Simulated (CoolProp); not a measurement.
n-undecane along the isotherm 50.35 °C: fugacity coefficient from the reference equation and from simpler models built on Tc = 365.7 °C, pc = 1.990 MPa, ω = 0.539; each cubic takes its own stable root.

Computed with CoolProp (reference Helmholtz-energy equation of state, Aleksandrov 2011). It is a short technical equation, of lower accuracy than the large ones.

```json
[
 {"p (MPa)": "0.187", "phase": "liquid", "reference": "0.001801"},
 {"p (MPa)": "0.373", "phase": "liquid", "reference": "0.0009164"},
 {"p (MPa)": "0.56", "phase": "liquid", "reference": "0.0006197"},
 {"p (MPa)": "0.746", "phase": "liquid", "reference": "0.0004723"},
 {"p (MPa)": "0.933", "phase": "liquid", "reference": "0.0003834"},
 {"p (MPa)": "1.12", "phase": "liquid", "reference": "0.0003242"},
 {"p (MPa)": "1.31", "phase": "liquid", "reference": "0.0002815"},
 {"p (MPa)": "1.49", "phase": "liquid", "reference": "0.0002511"},
 {"p (MPa)": "1.68", "phase": "liquid", "reference": "0.0002262"},
 {"p (MPa)": "1.87", "phase": "liquid", "reference": "0.0002063"},
 {"p (MPa)": "2.05", "phase": "liquid", "reference": "0.0001910"},
 {"p (MPa)": "2.24", "phase": "liquid", "reference": "0.0001775"},
 {"p (MPa)": "2.43", "phase": "liquid", "reference": "0.0001661"},
 {"p (MPa)": "2.61", "phase": "liquid", "reference": "0.0001569"},
 {"p (MPa)": "2.8", "phase": "liquid", "reference": "0.0001486"},
 {"p (MPa)": "2.99", "phase": "liquid", "reference": "0.0001413"}
]
```

Problem. How far does each simpler model (van der Waals, Peng-Robinson) lie from the reference over these 16 states: mean and median of the absolute difference, and the worst?

Solution. 
- van der Waals: mean 19200.9 %, median 19171.0 %, worst +21117.3 % at 50.35 °C and 2.99 MPa
- Peng-Robinson: mean 10.0 %, median 10.0 %, worst +10.8 % at 50.35 °C and 2.99 MPa
